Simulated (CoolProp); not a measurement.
Saturation properties of CH3F (R41).

Model: reference Helmholtz-energy equation of state, Lemmon 2006, in CoolProp. It is a short technical equation, of lower accuracy than the large ones.

```json
[
 {"T (K)": "165.2", "p (kPa)": "14.22", "vapour density (kg/m³)": "0.3568", "liquid cp (kJ/(kg K))": "2.060", "surface tension (mN/m)": "20.3"},
 {"T (K)": "175.2", "p (kPa)": "30.02", "vapour density (kg/m³)": "0.7160", "liquid cp (kJ/(kg K))": "2.058", "surface tension (mN/m)": "18.6"},
 {"T (K)": "185.2", "p (kPa)": "57.91", "vapour density (kg/m³)": "1.320", "liquid cp (kJ/(kg K))": "2.062", "surface tension (mN/m)": "17.0"},
 {"T (K)": "195.2", "p (kPa)": "103.6", "vapour density (kg/m³)": "2.271", "liquid cp (kJ/(kg K))": "2.072", "surface tension (mN/m)": "15.4"},
 {"T (K)": "205.2", "p (kPa)": "174.1", "vapour density (kg/m³)": "3.692", "liquid cp (kJ/(kg K))": "2.091", "surface tension (mN/m)": "13.9"},
 {"T (K)": "215.1", "p (kPa)": "276.1", "vapour density (kg/m³)": "5.706", "liquid cp (kJ/(kg K))": "2.118", "surface tension (mN/m)": "12.4"},
 {"T (K)": "225.1", "p (kPa)": "420.8", "vapour density (kg/m³)": "8.528", "liquid cp (kJ/(kg K))": "2.156", "surface tension (mN/m)": "10.9"},
 {"T (K)": "235.1", "p (kPa)": "617.2", "vapour density (kg/m³)": "12.36", "liquid cp (kJ/(kg K))": "2.206", "surface tension (mN/m)": "9.43"},
 {"T (K)": "245.1", "p (kPa)": "876.2", "vapour density (kg/m³)": "17.48", "liquid cp (kJ/(kg K))": "2.274", "surface tension (mN/m)": "8.03"},
 {"T (K)": "255.1", "p (kPa)": "1209", "vapour density (kg/m³)": "24.26", "liquid cp (kJ/(kg K))": "2.365", "surface tension (mN/m)": "6.67"},
 {"T (K)": "265.1", "p (kPa)": "1630", "vapour density (kg/m³)": "33.23", "liquid cp (kJ/(kg K))": "2.491", "surface tension (mN/m)": "5.36"}
]
```

It boils at 194.8 K under 1 atm.

Surface tension comes from a separate correlation (Mulero 2012).
